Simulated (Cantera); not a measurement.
**Thermodynamics of carbon deposition, reforming and gasification, feed n-butane + H2 + H2O**

Feed: 1 mol n-butane, 8.2 mol H2, 0.2 mol H2O, held at 10.0 Torr.

Equilibrium computed with Cantera from the NASA thermochemical tables; the gas is ideal and each condensed phase is pure. Candidate condensed phases: C, C6H6, C7H8, C8H18, H2O; 131 gas species. Ions and electrons are included (thermal ionisation). Kinetics and transport are ignored.

At 3000 K the condensed part is C(graphite). From 3250 K to 5000 K nothing is condensed. The main C-bearing gas is C3 at 3000 K and C at 5000 K.

```csv
T (K),log p H,log p H2,log p C,log p C3,log p C2H2 (acetylene),log p C2,n C(graphite)
3000,-2.04,-2.47,-4.30,-3.51,-3.68,-4.50,0.984
3250,-1.95,-2.92,-3.65,-3.37,-4.45,-4.03,0
3500,-1.93,-3.40,-3.21,-3.58,-5.43,-3.85,0
3750,-1.93,-3.87,-2.93,-4.08,-6.54,-3.90,0
4000,-1.93,-4.27,-2.82,-4.93,-7.78,-4.22,0
4250,-1.94,-4.63,-2.80,-5.88,-9.00,-4.64,0
4500,-1.94,-4.95,-2.79,-6.77,-10.12,-5.04,0
4750,-1.94,-5.23,-2.79,-7.58,-11.13,-5.41,0
5000,-1.94,-5.49,-2.78,-8.32,-12.04,-5.74,0
```
log p: log10 of the partial pressure in bar; n: condensed amount in mol.
